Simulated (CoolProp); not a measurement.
Values from CoolProp's reference Helmholtz-energy equation of state, Tillner-Roth 1997.

Question: Give the vapour pressure (kPa), vapour Z, surface tension (mN/m), liquid conductivity (mW/(m K)) of saturated CH2F2 (R32) at 239.7, 250.2 K.

Answer: 
```
T (K)  p (kPa)  vapour Z  surface tension (mN/m)  liquid conductivity (mW/(m K))
-----  -------  --------  ----------------------  ------------------------------
239.7      237     0.928                    17.1                             180
250.2      362     0.906                    15.1                             172
```

Thermal conductivity comes from a separate model (Huber 2003), an estimate that may be off by 10 % or more. Surface tension comes from a separate correlation (Mulero 2012).
